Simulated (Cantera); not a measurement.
A closed system holds: 1 mol (CH3)2SiCl2, 0.4 mol C3H8, 400 mol H2, equilibrated at 2275 K and 7.50 Torr.

These are equilibrium values from Cantera (NASA tables, ideal gas, pure condensed phases), not measurements of a reactor. Candidate condensed phases: C, C6H6, C7H8, C8H18, Si, SiC; 109 gas species. The feed counts by its element totals alone. Gases not in the tables: Si2H6 and higher silanes. Kinetics and transport are ignored.

Base state: H2 0.909, H 0.0809, HCl 0.00442, C2H2 (acetylene) 0.00346, Si 0.00196, Cl 0.000284, SiC2 0.000248, SiH 7.18e-5 (mole fractions); condensed: C(graphite).

**Question.** What changes in the equilibrium state with this change: temperature from 2275 K to 2623 K?

**Answer.** 
```csv
species,before,after
H2,0.909,0.651
H,0.0809,0.340
HCl,0.00442,0.00299
Si,0.00196,0.00184
C,5.55e-7,4.15e-5
C3,1.05e-6,3.79e-5
"C(graphite), mol",0.0190,0
```
